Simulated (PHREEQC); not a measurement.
**Alkaline etch or developer**

Make-up at 25 °C: 0.022 mol NH3 and 0.00021 mol Na2SiO3 per kg of water. Closed to the air; pH follows from the charge balance.

All values are PHREEQC results (ion-association model, phreeqc.dat), not measurements.

The pH comes out as 10.86 and the ionic strength is 0.000957 mol/kgw. The total alkalinity comes out as 22.4 meq/kg.

```
species   molality  activity   log γ
--------  --------  --------  ------
NH3         0.0215    0.0215   0.000
OH-       0.000763  0.000736  -0.015
NH4+      0.000536  0.000518  -0.015
Na+       0.000420  0.000406  -0.015
H3SiO4-   0.000192  0.000185  -0.015
H4SiO4     1.72e-5   1.72e-5   0.000
H2SiO4-2   1.05e-6   9.16e-7  -0.060
```

No solid was allowed to form. Complexes and solids missing from the database can't appear.
